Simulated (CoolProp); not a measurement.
Model: reference Helmholtz-energy equation of state, Lemmon 2013, in CoolProp.

Problem. For propylene, give the phase and the cv (kJ/(kg K)), viscosity (µPa s) at 421.1 K and 349 kPa; 311.1 K and 2530 kPa.

Solution. 
- 421.1 K and 349 kPa: gas; cv 1.80, viscosity 12.1
- 311.1 K and 2530 kPa: liquid; cv 1.59, viscosity 85.8

Viscosity comes from a separate model (Huber 2003), an estimate that may be off by 10 % or more.
